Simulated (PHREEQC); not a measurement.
A column of 0.2 m (30 cells, dispersivity 0.016 m, 3600 s a shift, diffusion coefficient 3e-10 m²/s) holds 0.00094 eq of the database's cation exchanger X per kg of pore water, first in equilibrium with 12 mmol/kgw ZnCl2, 81 mmol/kgw MgCl2 and 0.01 mmol/kgw HCl. It is flushed with 0.51 mmol/kgw KBr and 0.01 mmol/kgw HCl, at 25 °C. Values are for the last cell. No CO2 enters from the air. Precipitation was switched off in this run.

Computed with PHREEQC (ion-association model, phreeqc.dat).

```tsv
pore volumes	Br in solution (mol/kgw)	K in solution (mol/kgw)	Cl in solution (mol/kgw)	Mg in solution (mol/kgw)	Zn in solution (mol/kgw)
0	0	0	0.186	0.0810	0.0120
0.4167	8.17e-6	7.65e-6	0.183	0.0797	0.0118
0.6167	7.30e-5	6.97e-5	0.159	0.0694	0.0103
0.8167	0.000189	0.000182	0.117	0.0510	0.00755
1.217	0.000386	0.000371	0.0452	0.0197	0.00291
1.617	0.000472	0.000444	0.0140	0.00609	0.000899
1.817	0.000490	0.000453	0.00747	0.00327	0.000481
2.017	0.000499	0.000451	0.00394	0.00173	0.000255
2.417	0.000507	0.000433	0.00107	0.000493	7.29e-5
2.817	0.000509	0.000415	0.000289	0.000162	2.42e-5
3.017	0.000510	0.000412	0.000152	0.000104	1.57e-5
3.217	0.000510	0.000414	8.26e-5	7.33e-5	1.11e-5
3.617	0.000510	0.000425	2.88e-5	4.50e-5	6.93e-6
4.017	0.000510	0.000439	1.49e-5	3.29e-5	5.13e-6
4.217	0.000510	0.000445	1.25e-5	2.92e-5	4.57e-6
4.417	0.000510	0.000450	1.13e-5	2.63e-5	4.14e-6
4.817	0.000510	0.000459	1.03e-5	2.20e-5	3.50e-6
5.217	0.000510	0.000466	1.01e-5	1.90e-5	3.05e-6
5.417	0.000510	0.000469	1.00e-5	1.78e-5	2.87e-6
5.617	0.000510	0.000471	1.00e-5	1.68e-5	2.71e-6
6.017	0.000510	0.000475	1.00e-5	1.50e-5	2.44e-6
```
